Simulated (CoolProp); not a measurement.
Model: reference Helmholtz-energy equation of state, Thol 2017, in CoolProp.

Problem. For octamethyltrisiloxane (MDM), give the phase and the density (kg/m³), cp (kJ/(kg K)), cv (kJ/(kg K)), isothermal compressibility (1/MPa) at 575 K and 4.57 bar; 575 K and 5.23 bar.

Solution. 
- 575 K and 4.57 bar: gas; density 25.4, cp 2.14, cv 2.07, isothermal compressibility 2.48
- 575 K and 5.23 bar: gas; density 29.6, cp 2.15, cv 2.08, isothermal compressibility 2.22
